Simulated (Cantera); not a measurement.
Feed: 1 mol Si2H6, 30 mol NO, 48 mol N2, equilibrated at 0.133 bar.

These are equilibrium values from Cantera (NASA tables, ideal gas, pure condensed phases), not measurements of a reactor. Candidate condensed phases: H2O, Si, SiO2, Si2N2O, Si3N4; 35 gas species. The feed counts by its element totals alone. Equilibrium is a limit: real reactors are often held back by kinetics, nucleation or transport. All values below are at 502 °C.

Base state: N2 0.813, O2 0.148, H2O 0.0387 (mole fractions); condensed: SiO2(α-quartz).

**Question.** What changes in the equilibrium state with this change: Si2H6 replaced by SiH2Cl2?

**Answer.** 
```tsv
species	before	after
N2	0.813	0.800
O2	0.148	0.174
HCl	0	0.0112
H2O	0.0387	0.00710
Cl2	0	0.00710
SiO2(α-quartz), mol	2.00	1.00
```
Further candidate phases: NH4Cl.
